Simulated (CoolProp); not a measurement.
A simple Rankine cycle with dimethyl ether: condensing at 311.15 K, boiler at 2.1 MPa, turbine inlet 390.2 K, turbine efficiency 0.65, pump efficiency 0.8, no recuperator. Each further row changes one setting.

The numbers come from the reference Helmholtz-energy equation of state, Wu 2011 in CoolProp.

| case | thermal efficiency (%) | net work (kJ/kg) | heat in (kJ/kg) | turbine exit temperature (K) | volume ratio over the turbine |
|---|---|---|---|---|---|
| as stated | 6.4 | 31.6 | 492 | 356.5 | 2.50 |
| turbine inlet 410.2 K | 6.5 | 34.5 | 533 | 377.8 | 2.48 |
| condensing temperature 303.15 K | 7.7 | 39.3 | 512 | 349.7 | 3.09 |
| boiler pressure 1.47 MPa | 4.1 | 20.9 | 507 | 371.1 | 1.73 |
| turbine efficiency 0.55 | 5.4 | 26.4 | 492 | 359.5 | 2.53 |
